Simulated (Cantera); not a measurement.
Feed: 1 mol Al, 8 mol O2, 700 mol N2, held at 1975 K and 19.0 Pa.

Method: chemical equilibrium by Gibbs-energy minimisation in Cantera with the NASA 1993 tables (ideal gas, pure condensed phases). Candidate condensed phases: Al, AlN, Al2O3; 16 gas species. Rates play no part.

Base state: N2 0.987, O2 0.00771, O 0.00351, NO 0.00153 (mole fractions); condensed: Al2O3(s).

### Question
What changes in the equilibrium state with this change: temperature from 1975 K to 1800 K?

### Answer
```json
[
 {"species": "N2", "before": "0.987", "after": "0.989"},
 {"species": "O2", "before": "0.00771", "after": "0.00933"},
 {"species": "NO", "before": "0.00153", "after": "0.000981"},
 {"species": "O", "before": "0.00351", "after": "0.000853"},
 {"species": "Al2O3(s), mol", "before": "0.500", "after": "0.500"}
]
```
